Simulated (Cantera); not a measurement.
A freely propagating, adiabatic, planar premixed flame of CH₄ : C₂H₆ : O₂ : N₂ = 1 : 0.032 : 1.41 : 5.29 (molar parts), unburnt at 525 K and 260000 Pa; mixture-averaged transport, grid criteria slope 0.08 and curve 0.16, no radiation.

Computed with Cantera and GRI-Mech 3.0 (53 species, 325 reactions). Burning velocities carry a grid error of a few per cent, more on coarse grids.

Task: How do the results move with these cheaper or finer settings: unity-Lewis-number transport; multicomponent transport; multicomponent+Soret transport; grid criteria slope 0.5, curve 1; grid criteria slope 0.25, curve 0.5; grid criteria slope 0.03, curve 0.06?

Result: 
```csv
setting,laminar burning velocity,thermal thickness,peak x(CO),peak x(CH₂O),grid points
as above,26.8 cm/s,0.401 mm,0.0869,0.00127,121
unity-Lewis-number transport,20.3 cm/s,0.470 mm,0.0872,0.000852,128
multicomponent transport,26.8 cm/s,0.408 mm,0.0871,0.00127,122
multicomponent+Soret transport,26.8 cm/s,0.401 mm,0.0866,0.00128,122
"grid criteria slope 0.5, curve 1",29.6 cm/s,0.433 mm,0.0861,0.00130,32
"grid criteria slope 0.25, curve 0.5",27.7 cm/s,0.418 mm,0.0867,0.00128,51
"grid criteria slope 0.03, curve 0.06",26.2 cm/s,0.398 mm,0.0871,0.00127,318
```
The base run took around 8 core-seconds (rough).
Unity Lewis numbers drop preferential diffusion, which matters most where H2 and H carry the flame; Soret adds thermal diffusion.
